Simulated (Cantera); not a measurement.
Feed: 1 mol Si3H8, 4.6 mol HCl, a varied amount of N2, held at 775 °C and 0.210 bar.

Equilibrium computed with Cantera from the NASA thermochemical tables; the gas is ideal and each condensed phase is pure. Candidate condensed phases: NH4Cl, Si, Si3N4; 28 gas species. The feed counts by its element totals alone. N2 is the only nitrogen source here; it is nearly inert below about 1500 K, so the nitride shown seldom forms there in practice. The numbers say what is thermodynamically allowed, not how fast it happens.

x: gas mole fraction; n: condensed amount in mol.

```
n(N2) (mol)   x N2        x H2       x HCl     x SiCl4    x SiHCl3  x SiCl3  n Si3N4(s)
-----------  -----  ----------  ----------  ----------  ----------  -------  ----------
20           0.681       0.159       0.155     0.00441     4.63e-5  7.93e-6       0.960
37           0.804      0.0954      0.0984     0.00178     1.76e-5  3.90e-6       0.974
54           0.859      0.0680      0.0721    0.000962     9.28e-6  2.43e-6       0.980
71           0.890  (withheld)  (withheld)  (withheld)  (withheld)  1.71e-6       0.984
88           0.909      0.0431      0.0470    0.000415     3.90e-6  1.28e-6       0.987
110          0.927  (withheld)      0.0383  (withheld)  (withheld)  9.48e-7       0.989
120          0.932      0.0321      0.0354    0.000238     2.20e-6  8.41e-7       0.990
140          0.942      0.0276      0.0307    0.000179     1.65e-6  6.80e-7       0.991
160          0.949      0.0243      0.0270    0.000140     1.29e-6  5.64e-7       0.992
```

Q: Fill in the missing entries.

A: 
- 71, x H2: 0.0528
- 71, x HCl: 0.0569
- 71, x SiCl4: 0.000604
- 71, x SiHCl3: 5.73e-6
- 110, x H2: 0.0349
- 110, x SiCl4: 0.000278
- 110, x SiHCl3: 2.59e-6
